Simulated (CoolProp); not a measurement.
Vapour-liquid equilibrium of methanol (1) + ethanol (2) at 0.00743 MPa; x and y are mole fractions of (1).

Model: multi-fluid Helmholtz-energy mixture model, de Reuck 1993 and Schroeder 2014; pair parameters Bell 2016, in CoolProp.

```json
[
 {"x": "0.05", "bubble temperature, mixture model (°C)": "?", "bubble temperature, Raoult's law (°C)": "23.0", "y, mixture model": "?", "y, Raoult's law": "0.103"},
 {"x": "0.15", "bubble temperature, mixture model (°C)": "21.1", "bubble temperature, Raoult's law (°C)": "21.2", "y, mixture model": "0.280", "y, Raoult's law": "0.280"},
 {"x": "0.25", "bubble temperature, mixture model (°C)": "19.5", "bubble temperature, Raoult's law (°C)": "19.5", "y, mixture model": "0.421", "y, Raoult's law": "0.426"},
 {"x": "0.35", "bubble temperature, mixture model (°C)": "18.0", "bubble temperature, Raoult's law (°C)": "17.9", "y, mixture model": "0.539", "y, Raoult's law": "0.547"},
 {"x": "0.45", "bubble temperature, mixture model (°C)": "16.6", "bubble temperature, Raoult's law (°C)": "16.4", "y, mixture model": "?", "y, Raoult's law": "0.650"},
 {"x": "0.55", "bubble temperature, mixture model (°C)": "15.3", "bubble temperature, Raoult's law (°C)": "15.1", "y, mixture model": "0.729", "y, Raoult's law": "0.736"},
 {"x": "0.65", "bubble temperature, mixture model (°C)": "?", "bubble temperature, Raoult's law (°C)": "13.8", "y, mixture model": "0.806", "y, Raoult's law": "0.811"},
 {"x": "0.75", "bubble temperature, mixture model (°C)": "12.8", "bubble temperature, Raoult's law (°C)": "12.6", "y, mixture model": "0.873", "y, Raoult's law": "0.874"},
 {"x": "0.85", "bubble temperature, mixture model (°C)": "?", "bubble temperature, Raoult's law (°C)": "11.5", "y, mixture model": "?", "y, Raoult's law": "0.930"},
 {"x": "0.95", "bubble temperature, mixture model (°C)": "10.5", "bubble temperature, Raoult's law (°C)": "10.5", "y, mixture model": "0.979", "y, Raoult's law": "0.978"}
]
```

Complete the blanks.


- 0.05, bubble temperature, mixture model (°C): 22.9
- 0.05, y, mixture model: 0.105
- 0.45, y, mixture model: 0.640
- 0.65, bubble temperature, mixture model (°C): 14.0
- 0.85, bubble temperature, mixture model (°C): 11.6
- 0.85, y, mixture model: 0.931

The largest gap from Raoult's law is +0.2 K in bubble temperature, at x = 0.65. No azeotrope shows between x = 0.05 and 0.95.

The pair parameters rest on a limited set of measurements; away from them the model extrapolates.
